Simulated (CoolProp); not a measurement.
n-hexane along the isobar 0.98 MPa: fugacity coefficient from the reference equation and from simpler models built on Tc = 507.8 K, pc = 3.044 MPa, ω = 0.300; each cubic takes its own stable root.

Values from CoolProp's reference Helmholtz-energy equation of state, Thol 2019.

```csv
T (K),phase,reference
210.9,liquid,6.994e-5
226.3,liquid,0.0002830
241.8,liquid,0.0009368
257.2,liquid,0.002599
272.7,liquid,0.006316
288.1,liquid,0.01361
303.6,liquid,0.02678
319,liquid,0.04839
334.5,liquid,0.08191
349.9,liquid,0.1303
365.4,liquid,0.1974
380.8,liquid,0.2853
396.3,liquid,0.3974
411.7,liquid,0.5336
```

Task: How far does each simpler model (van der Waals, Soave-Redlich-Kwong) lie from the reference over these 14 states: mean and median of the absolute difference, and the worst?

Result: 
- van der Waals: mean 4677.2 %, median 727.1 %, worst +34315.2 % at 210.9 K and 0.98 MPa
- Soave-Redlich-Kwong: mean 1.6 %, median 1.7 %, worst +2.7 % at 411.7 K and 0.98 MPa

At some of these states van der Waals gives the other phase, because its saturation line lies elsewhere.
